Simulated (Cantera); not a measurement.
A diamond (100) surface in a fixed gas of H2 with x(CH4) = 0.0022, x(CH3) = 8.1e-05, at 1025 K, 0.290 bar; coverages are run to steady state.

Model: the Harris–Goodwin 1993 mechanism for the reconstructed diamond (100) surface, integrated in Cantera.

θ: site fractions in the mechanism's names (c6HH fully hydrogenated, c6H* and c6*H radical sites, c6** diradical, c6HM methylated).

```
x(H)     growth (µm/h)  θ c6HH  θ c6H*  θ c6*H   θ c6**   θ c6HM
-------  -------------  ------  ------  ------  -------  -------
0.0001               …   0.496  0.0147   0.281  0.00385    0.146
0.0002               …   0.510  0.0165   0.316  0.00593    0.108
0.0004               …   0.530  0.0181   0.345  0.00794   0.0705
0.00079              …   0.547  0.0191   0.365  0.00947   0.0419
0.0016            12.7   0.559  0.0199   0.378   0.0105   0.0227
0.0031            13.3   0.566  0.0204   0.385   0.0111   0.0123
0.0062            13.7   0.570  0.0208   0.389   0.0114  0.00631
0.012             13.9   0.572  0.0212   0.391   0.0116  0.00331
0.024             14.0   0.573  0.0220   0.391   0.0119  0.00167
```

Question: What belongs in the gaps?

Answer: 
- 0.0001, growth (µm/h): 5.06
- 0.0002, growth (µm/h): 7.52
- 0.0004, growth (µm/h): 9.81
- 0.00079, growth (µm/h): 11.5
